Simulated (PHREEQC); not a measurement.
# Buffer (model solution)

Consider water at 65 °C with 0.29 mol NaHCO3 and 4e-05 mol Na2HPO4 per kg of water. Closed to the air; pH follows from the charge balance.

The numbers come from PHREEQC with the ion-association model, phreeqc.dat.

```yaml
pH: 7.45
ionic_strength: 0.266 mol/kgw
activity_of_water: 0.991
specific_conductance: 38200 µS/cm
density: 0.997 g/cm³
total_alkalinity: 290 meq/kg
```

| species | molality | activity | log γ |
|---|---|---|---|
| Na+ | 0.265 | 0.190 | -0.145 |
| HCO3- | 0.251 | 0.179 | -0.147 |
| NaHCO3 | 0.0147 | 0.0156 | 0.027 |
| CO2 | 0.0121 | 0.0128 | 0.027 |
| NaCO3- | 0.0107 | 0.00767 | -0.144 |
| CO3-2 | 0.00142 | 0.000367 | -0.589 |

No solid was allowed to form. Complexes and solids missing from the database can't appear. Away from 25 °C the constants follow the database's enthalpies or fits; those with neither stay at their 25 °C values.
